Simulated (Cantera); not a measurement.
# Si + HCl + H2 (silicon etching in halogen gases)

Charge: 1 mol Si, a varied amount of HCl, 8.8 mol H2, equilibrated at 302 °C and 2.48 Torr.

Cantera equilibrium calculation (NASA polynomials, part measured and part estimated; ideal gas, pure solids and liquids). Candidate condensed phases: Si; 19 gas species. Equilibrium is a limit: real reactors are often held back by kinetics, nucleation or transport.

```json
[
 {"n(HCl) (mol)": "2.9", "log p H2": "-2.51", "log p HCl": "-6.61", "log p SiCl4": "-3.72", "log p SiHCl3": "-4.45", "log p SiH2Cl2": "-6.51", "n Si(s)": "0.245"},
 {"n(HCl) (mol)": "3.5", "log p H2": "-2.52", "log p HCl": "-6.60", "log p SiCl4": "-3.65", "log p SiHCl3": "-4.40", "log p SiH2Cl2": "-6.48", "n Si(s)": "0.0901"},
 {"n(HCl) (mol)": "4.3", "log p H2": "-2.53", "log p HCl": "-4.09", "log p SiCl4": "-3.56", "log p SiHCl3": "-6.84", "log p SiH2Cl2": "-11.45", "n Si(s)": "0"},
 {"n(HCl) (mol)": "5.2", "log p H2": "-2.56", "log p HCl": "-3.52", "log p SiCl4": "-3.60", "log p SiHCl3": "-7.47", "log p SiH2Cl2": "-12.68", "n Si(s)": "0"},
 {"n(HCl) (mol)": "6.3", "log p H2": "-2.60", "log p HCl": "-3.27", "log p SiCl4": "-3.63", "log p SiHCl3": "-7.79", "log p SiH2Cl2": "-13.28", "n Si(s)": "0"},
 {"n(HCl) (mol)": "7.7", "log p H2": "-2.64", "log p HCl": "-3.10", "log p SiCl4": "-3.67", "log p SiHCl3": "-8.03", "log p SiH2Cl2": "-13.73", "n Si(s)": "0"},
 {"n(HCl) (mol)": "9.3", "log p H2": "-2.68", "log p HCl": "-2.99", "log p SiCl4": "-3.71", "log p SiHCl3": "-8.23", "log p SiH2Cl2": "-14.09", "n Si(s)": "0"},
 {"n(HCl) (mol)": "11", "log p H2": "-2.72", "log p HCl": "-2.91", "log p SiCl4": "-3.76", "log p SiHCl3": "-8.40", "log p SiH2Cl2": "-14.37", "n Si(s)": "0"},
 {"n(HCl) (mol)": "14", "log p H2": "-2.79", "log p HCl": "-2.82", "log p SiCl4": "-3.82", "log p SiHCl3": "-8.61", "log p SiH2Cl2": "<-14", "n Si(s)": "0"},
 {"n(HCl) (mol)": "17", "log p H2": "-2.84", "log p HCl": "-2.76", "log p SiCl4": "-3.88", "log p SiHCl3": "-8.78", "log p SiH2Cl2": "<-14", "n Si(s)": "0"}
]
```
log p: log10 of the partial pressure in bar; n: condensed amount in mol.

From 2.9 mol HCl to 3.5 mol HCl the condensed part is Si(s). From 4.3 mol HCl to 17 mol HCl nothing is condensed. The main Si-bearing gas is SiCl4 throughout.
